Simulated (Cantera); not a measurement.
Feed: 1 mol V2O5, 9.8 mol H2, held at 1330 Pa.

Equilibrium computed with Cantera from the NASA thermochemical tables; the gas is ideal and each condensed phase is pure. Candidate condensed phases: H2O, V, VO, V2O3, V2O4, V2O5; 12 gas species. Condensed phases not in the tables: the oxides between V2O3 and V2O5 other than VO2. The numbers say what is thermodynamically allowed, not how fast it happens.

x: gas mole fraction; n: condensed amount in mol.

```tsv
T (°C)	x H2	x H2O	x H	x VO2	x OH	n V2O3(s)
1127	0.796	0.204	3.76e-5	1.58e-8	1.91e-7	1.00
1177	0.796	0.204	7.31e-5	6.51e-8	4.49e-7	1.00
1227	0.796	0.204	(withheld)	(withheld)	(withheld)	1.000
1277	0.796	0.204	0.000243	8.30e-7	2.10e-6	1.000
1327	0.796	0.204	0.000420	2.61e-6	4.22e-6	1.000
1377	0.795	0.204	0.000702	7.66e-6	8.13e-6	1.000
1427	0.795	0.204	0.00114	2.10e-5	1.51e-5	1.000
1477	0.794	0.204	(withheld)	(withheld)	(withheld)	1.000
1527	0.793	0.204	0.00276	0.000132	4.68e-5	0.999
1577	0.792	0.203	0.00415	0.000307	7.88e-5	0.998
1627	0.790	0.203	0.00611	0.000679	0.000129	0.997
1677	0.788	0.202	0.00881	0.00144	0.000205	0.993
1727	0.784	0.200	0.0125	0.00292	0.000318	0.985
```

### Question
Some entries are withheld; supply them.

### Answer

- 1227, x H: 0.000136
- 1227, x VO2: 2.43e-7
- 1227, x OH: 9.96e-7
- 1477, x H: 0.00180
- 1477, x VO2: 5.42e-5
- 1477, x OH: 2.70e-5
